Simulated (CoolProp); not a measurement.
Vapour-liquid equilibrium of ethylbenzene (1) + o-xylene (2) at 180.05 °C; x and y are mole fractions of (1).

The numbers come from the multi-fluid Helmholtz-energy mixture model, Zhou 2012 and Zhou 2012; pair parameters Bell 2016 in CoolProp.

```csv
x,bubble pressure (MPa),y at the bubble point,dew pressure at overall composition x (MPa),liquid density (mol/L)
0.05,0.2416,0.059,0.2412,6.898
0.125,0.2454,0.146,0.2445,(withheld)
0.2,0.2494,0.231,0.2479,6.867
0.275,0.2534,0.313,0.2515,6.852
0.35,0.2575,0.393,0.2553,6.837
0.425,0.2615,(withheld),0.2591,6.823
0.5,0.2655,0.545,0.2631,6.809
0.575,0.2694,0.618,0.2671,6.796
0.65,(withheld),(withheld),(withheld),6.783
0.725,0.2768,0.757,0.2751,6.770
0.8,0.2803,0.824,0.2791,(withheld)
0.875,(withheld),0.890,0.2829,6.748
0.95,0.2867,0.956,0.2864,6.737
```

Task: What belongs in the gaps?

Result: 
- 0.125, liquid density (mol/L): 6.882
- 0.425, y at the bubble point: 0.470
- 0.65, bubble pressure (MPa): 0.2732
- 0.65, y at the bubble point: 0.688
- 0.65, dew pressure at overall composition x (MPa): 0.2711
- 0.8, liquid density (mol/L): 6.759
- 0.875, bubble pressure (MPa): 0.2836

No azeotrope shows between x = 0.05 and 0.95.

Pair parameters are fitted to limited data, so mixtures are less certain than the pure fluids.
